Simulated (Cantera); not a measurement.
Charge: 1 mol B, 4.6 mol O2, equilibrated at 1175 °C and 1.70 mbar.

Method: chemical equilibrium by Gibbs-energy minimisation in Cantera with the NASA 1993 tables (ideal gas, pure condensed phases). Candidate condensed phases: B, B2O3; 10 gas species. Rates play no part.

Base state: O2 0.995, B2O3 0.00424, BO2 0.000510, O 4.73e-5 (mole fractions); condensed: B2O3(l).

### Question
What changes in the equilibrium state with this change: temperature from 1175 °C to 2077 °C?

### Answer
| species | before | after |
|---|---|---|
| O2 | 0.995 | 0.702 |
| O | 4.73e-5 | 0.134 |
| BO2 | 0.000510 | 0.113 |
| B2O3 | 0.00424 | 0.0432 |
| BO | 4.27e-9 | 0.00729 |
| B2O3(l), mol | 0.483 | 0 |

### Question
What changes in the equilibrium state with this change: temperature from 1175 °C to 1025 °C?

### Answer
```csv
species,before,after
O2,0.995,1.000
B2O3,0.00424,0.000104
BO2,0.000510,2.17e-5
O,4.73e-5,4.14e-6
"B2O3(l), mol",0.483,0.500
```
